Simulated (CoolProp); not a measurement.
Properties of propylene at several states (Tc = 364.2 K, pc = 4.555 MPa, ω = 0.146).

Model: reference Helmholtz-energy equation of state, Lemmon 2013, in CoolProp.

```json
[
 {"T (K)": "430", "p (MPa)": "0.157", "phase": "gas", "density (kg/m³)": "1.861", "Joule-Thomson coefficient (K/MPa)": "6.142", "isothermal compressibility (1/MPa)": "6.414", "Prandtl number": "0.758"},
 {"T (K)": "560.6", "p (MPa)": "2.22", "phase": "gas", "density (kg/m³)": "20.82", "Joule-Thomson coefficient (K/MPa)": "3.088", "isothermal compressibility (1/MPa)": "0.4672", "Prandtl number": "0.737"},
 {"T (K)": "560.3", "p (MPa)": "1.71", "phase": "gas", "density (kg/m³)": "15.91", "Joule-Thomson coefficient (K/MPa)": "3.102", "isothermal compressibility (1/MPa)": "0.6018", "Prandtl number": "0.734"},
 {"T (K)": "465.4", "p (MPa)": "0.115", "phase": "gas", "density (kg/m³)": "1.256", "Joule-Thomson coefficient (K/MPa)": "4.996", "isothermal compressibility (1/MPa)": "8.730", "Prandtl number": "0.754"},
 {"T (K)": "308.9", "p (MPa)": "0.0903", "phase": "gas", "density (kg/m³)": "1.497", "Joule-Thomson coefficient (K/MPa)": "15.37", "isothermal compressibility (1/MPa)": "11.20", "Prandtl number": "0.772"},
 {"T (K)": "453.3", "p (MPa)": "19.9", "phase": "supercritical", "density (kg/m³)": "332.5", "Joule-Thomson coefficient (K/MPa)": "1.012", "isothermal compressibility (1/MPa)": "0.02600", "Prandtl number": "1.70"}
]
```

Viscosity comes from a separate model (Huber 2003), an estimate that may be off by 10 % or more. Thermal conductivity comes from a separate model (Huber 2003), an estimate that may be off by 10 % or more.
